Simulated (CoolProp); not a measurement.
Vapour-liquid equilibrium of n-heptane (1) + n-dodecane (2) at 421.4 K; x and y are mole fractions of (1).

Computed with CoolProp (multi-fluid Helmholtz-energy mixture model, Span 2003 and Lemmon 2004; pair parameters Bell 2016).

```tsv
x	bubble pressure, mixture model (bar)	bubble pressure, Raoult's law (bar)	y, mixture model	y, Raoult's law
0.05	0.2881	0.3160	0.520	0.569
0.125	0.5186	0.5748	0.750	0.782
0.2	0.7614	0.8337	0.841	0.862
0.275	1.013	1.092	0.890	0.905
0.35	1.270	1.351	0.920	0.931
0.425	?	1.610	0.940	0.949
0.5	1.792	1.869	0.954	0.962
0.575	2.054	2.128	0.965	0.971
0.65	2.316	2.387	0.974	0.979
0.725	2.580	2.645	0.981	0.985
0.8	?	2.904	0.987	0.990
0.875	?	3.163	0.992	0.994
0.95	3.400	3.422	0.997	0.998
```

Q: Some entries are withheld; supply them.

A: 
- 0.425, bubble pressure, mixture model (bar): 1.530
- 0.8, bubble pressure, mixture model (bar): 2.847
- 0.875, bubble pressure, mixture model (bar): 3.119

The largest gap from Raoult's law is -9.8 % in bubble pressure, at x = 0.125. No azeotrope shows between x = 0.05 and 0.95.

The pair parameters rest on a limited set of measurements; away from them the model extrapolates.
